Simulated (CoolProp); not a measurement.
A Linde-Hampson liquefier for dry air: isothermal reversible compression at 280 K from 1 atm to 15 MPa, throttling to 1 atm, return gas leaving the recuperator 10 K below the feed. Each further row changes one setting.

Values from CoolProp's reference Helmholtz-energy equation of state, Lemmon 2000. It is a pseudo-pure fit of the blend.

| case | liquid yield per pass | compression work (kJ/kg of gas) |
|---|---|---|
| as stated | (withheld) | 398 |
| high pressure 30 MPa | (withheld) | 455 |
| warm-end temperature 310 K | (withheld) | 444 |
| warm-end gap 15 K | 0.046 | 398 |

Q: Fill in the missing entries.

A: 
- as stated, liquid yield per pass: 0.058
- high pressure 30 MPa, liquid yield per pass: 0.099
- warm-end temperature 310 K, liquid yield per pass: 0.037
